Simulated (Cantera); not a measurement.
Charge: 1 mol BN, 3.8 mol H₂, 0.5 mol N₂, 3.7 mol O₂, held at 2100 K and 4100 Pa.

These are equilibrium values from Cantera (NASA tables, ideal gas, pure condensed phases), not measurements of a reactor. Candidate condensed phases: B, BN, B₂O₃, B₃O₃H₃, H₂O; 39 gas species. Rates play no part.

Base state: H₂O 0.510, O₂ 0.158, N₂ 0.154, HBO₂ 0.141, OH 0.0152, BO₂ 0.00509, B₂O₃ 0.00476, NO 0.00381 (mole fractions); condensed: gas only.

What changes in the equilibrium state with this change: H₂ from 3.8 to 17 mol?


| species | before | after |
|---|---|---|
| H₂ | 0.00376 | 0.590 |
| H₂O | 0.510 | 0.291 |
| N₂ | 0.154 | 0.0537 |
| O₂ | 0.158 | 2.09e-6 |
| OH | 0.0152 | 0.000695 |
| H | 0.000944 | 0.0118 |
| HBO₂ | 0.141 | 0.0504 |
| NO | 0.00381 | 8.20e-6 |
| O | 0.00273 | 9.93e-6 |
